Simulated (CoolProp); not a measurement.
Saturation properties of 1-butene (Tc = 146.1 °C, pc = 40.06 bar, ω = 0.192).

Values from CoolProp's reference Helmholtz-energy equation of state, Lemmon 2005. It is a short technical equation, of lower accuracy than the large ones.

```tsv
T (°C)	p (bar)	vapour density (kg/m³)
-27.25	0.4132	[?]
-17.05	0.6532	1.777
-6.85	[?]	[?]
3.35	1.454	3.751
13.45	2.061	5.206
23.65	2.852	[?]
33.85	3.855	9.450
44.05	[?]	12.40
54.25	6.623	16.04
64.45	[?]	20.53
```

**Question.** What belongs in the gaps?

**Answer.** 
- -27.25, vapour density (kg/m³): 1.161
- -6.85, p (bar): 0.9919
- -6.85, vapour density (kg/m³): 2.623
- 23.65, vapour density (kg/m³): 7.083
- 44.05, p (bar): 5.100
- 64.45, p (bar): 8.459

It boils at -6.3 °C under 1 atm.
